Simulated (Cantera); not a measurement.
Ammonia decomposition in nitride growth gas

An isothermal, constant-pressure homogeneous reactor starts with 43.5 % NH3, 56.5 % N2, at 1750 K and 0.0148 atm.

Detailed kinetics in Cantera: the gas-phase N/H chemistry of the illustrative SiF4/NH3 mechanism in the Surface Chemkin manual (1991). Walls and surfaces, which speed up NH3 decomposition in real reactors, are not modelled.

```csv
t (s),x NH3,x N2,x H2,x NH,x N2H2,x H,x N
0.000700,0.435,0.565,2.10e-6,2.21e-10,1.17e-10,3.53e-8,<1e-12
0.00146,0.435,0.565,4.40e-6,1.30e-9,6.89e-10,3.54e-8,<1e-12
0.00303,0.435,0.565,9.24e-6,7.67e-9,3.58e-9,3.58e-8,2.33e-12
0.00631,0.435,0.565,1.97e-5,4.00e-8,1.76e-8,3.79e-8,2.18e-11
0.0131,0.435,0.565,4.49e-5,1.65e-7,8.51e-8,4.84e-8,1.13e-10
0.0273,0.435,0.565,0.000132,5.33e-7,3.95e-7,1.02e-7,4.33e-10
0.0569,0.434,0.565,0.000599,1.34e-6,1.49e-6,3.78e-7,2.22e-9
0.118,0.432,0.565,0.00274,2.16e-6,2.77e-6,1.36e-6,9.61e-9
0.246,0.427,0.565,0.00820,2.59e-6,2.87e-6,3.35e-6,2.68e-8
0.512,0.416,0.564,0.0193,3.05e-6,2.74e-6,7.06e-6,6.19e-8
1.07,0.395,0.563,0.0410,3.48e-6,2.48e-6,1.39e-5,1.19e-7
2.22,0.358,0.562,0.0804,3.71e-6,2.06e-6,2.61e-5,1.82e-7
4.62,0.296,0.559,0.145,3.62e-6,1.50e-6,4.73e-5,2.29e-7
9.61,0.211,0.555,0.234,3.19e-6,8.88e-7,8.13e-5,2.46e-7
20.0,0.119,0.551,0.330,2.49e-6,3.90e-7,0.000132,2.37e-7
```
x: mole fraction; the columns are a selection and need not sum to one.

Equilibrium at this temperature and pressure: NH3 1.09e-7, N2 0.545, H2 0.454, NH 1.21e-10, N2H2 <1e-12, H 0.00129, N 8.80e-11 (gas phase only).
